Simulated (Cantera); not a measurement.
Feed: 1 mol CO₂, 0.073 mol O₂, 0.42 mol H₂, 0.045 mol H₂O, equilibrated at 2575 K and 0.0750 Torr.

Method: chemical equilibrium by Gibbs-energy minimisation in Cantera with the NASA 1993 tables (ideal gas, pure condensed phases). Candidate condensed phases: C, C₆H₆, C₇H₈, C₈H₁₈, H₂O; 110 gas species. Rates play no part.

Base state: O 0.330, CO 0.329, H 0.286, O₂ 0.0252, OH 0.0121, CO₂ 0.00964, H₂ 0.00684, H₂O 0.00128 (mole fractions); condensed: gas only.

Problem. What changes in the equilibrium state with this change: pressure from 0.0750 Torr to 5.93 Torr?

Solution. 
```csv
species,before,after
CO,0.329,0.349
CO₂,0.00964,0.175
H₂O,0.00128,0.133
O,0.330,0.0713
H,0.286,0.0795
H₂,0.00684,0.0416
OH,0.0121,0.0574
O₂,0.0252,0.0933
```

Problem. What changes in the equilibrium state with this change: pressure from 0.0750 Torr to 3.15 Torr?

Solution. 
| species | before | after |
|---|---|---|
| CO | 0.329 | 0.358 |
| CO₂ | 0.00964 | 0.133 |
| H | 0.286 | 0.110 |
| O | 0.330 | 0.0993 |
| H₂O | 0.00128 | 0.101 |
| H₂ | 0.00684 | 0.0426 |
| OH | 0.0121 | 0.0590 |
| O₂ | 0.0252 | 0.0963 |
